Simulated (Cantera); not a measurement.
Input: 1 mol BN, 16 mol HCl, 0.6 mol H₂, equilibrated at 800 K and 7000 Pa.

Method: chemical equilibrium by Gibbs-energy minimisation in Cantera with the NASA 1993 tables (ideal gas, pure condensed phases). Candidate condensed phases: B, BN, NH₄Cl; 21 gas species. Gases not in the tables: BHCl₂. The numbers say what is thermodynamically allowed, not how fast it happens.

Base state: HCl 0.963, H₂ 0.0366, BCl₃ 0.000281, N₂ 0.000141 (mole fractions); condensed: BN(s).

### Question
What changes in the equilibrium state with this change: temperature from 800 K to 923 K?

### Answer
```tsv
species	before	after
HCl	0.963	0.959
H₂	0.0366	0.0384
BCl₃	0.000281	0.00152
N₂	0.000141	0.000760
BN(s), mol	0.995	0.975
```

### Question
What changes in the equilibrium state with this change: BN replaced by AlN?

### Answer
| species | before | after |
|---|---|---|
| HCl | 0.963 | 0.784 |
| H₂ | 0.0366 | 0.127 |
| AlCl₃ | 0 | 0.0587 |
| N₂ | 0.000141 | 0.0301 |
| BCl₃ | 0.000281 | 0 |
| Al₂Cl₆ | 0 | 0.000805 |
| BN(s), mol | 0.995 | 0 |
Further candidate phases: Al, AlCl₃, AlN.
